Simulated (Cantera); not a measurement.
A perfectly stirred reactor is fed with CH4 : N2 = 1 : 4.3 (molar parts), at 82.5 Torr; it is held at 1600 K, and followed from long to short residence time.

Detailed kinetics in Cantera: GRI-Mech 3.0 (53 species, 325 reactions). GRI-Mech 3.0 stops at C3 and has no aromatics, soot or wall deposition, so with more carbon than oxygen in the feed, carbon stays in small species such as C2H2 where larger ones or solid carbon would form.

x: mole fraction; the columns are a selection and need not sum to one.

```json
[
 {"τ (s)": "3.2", "x CH4": "0.0367", "x H": "5.03e-5", "x C2H4": "0.000332", "x H2": "0.191", "x HCN": "4.41e-7", "x CH2": "4.53e-8"},
 {"τ (s)": "1.2", "x CH4": "0.0599", "x H": "3.98e-5", "x C2H4": "0.000575", "x H2": "0.162", "x HCN": "1.97e-7", "x CH2": "6.29e-8"},
 {"τ (s)": "0.44", "x CH4": "0.0912", "x H": "2.89e-5", "x C2H4": "0.00116", "x H2": "0.122", "x HCN": "7.72e-8", "x CH2": "8.57e-8"},
 {"τ (s)": "0.16", "x CH4": "?", "x H": "?", "x C2H4": "?", "x H2": "?", "x HCN": "?", "x CH2": "?"},
 {"τ (s)": "0.059", "x CH4": "?", "x H": "?", "x C2H4": "?", "x H2": "?", "x HCN": "?", "x CH2": "1.38e-7"},
 {"τ (s)": "0.022", "x CH4": "0.174", "x H": "4.36e-6", "x C2H4": "0.00289", "x H2": "0.0148", "x HCN": "1.02e-9", "x CH2": "1.32e-7"},
 {"τ (s)": "0.0081", "x CH4": "0.185", "x H": "1.03e-6", "x C2H4": "0.000863", "x H2": "0.00278", "x HCN": "5.26e-11", "x CH2": "6.90e-8"},
 {"τ (s)": "0.0030", "x CH4": "0.188", "x H": "2.56e-7", "x C2H4": "9.20e-5", "x H2": "0.000367", "x HCN": "2.38e-12", "x CH2": "1.81e-8"},
 {"τ (s)": "0.0011", "x CH4": "0.189", "x H": "1.27e-7", "x C2H4": "5.97e-6", "x H2": "7.28e-5", "x HCN": "<1e-12", "x CH2": "3.24e-9"}
]
```

Q: Fill in the missing entries.

A: 
- 0.16, x CH4: 0.125
- 0.16, x H: 1.90e-5
- 0.16, x C2H4: 0.00223
- 0.16, x H2: 0.0782
- 0.16, x HCN: 2.58e-8
- 0.16, x CH2: 1.13e-7
- 0.059, x CH4: 0.154
- 0.059, x H: 1.07e-5
- 0.059, x C2H4: 0.00334
- 0.059, x H2: 0.0408
- 0.059, x HCN: 6.80e-9
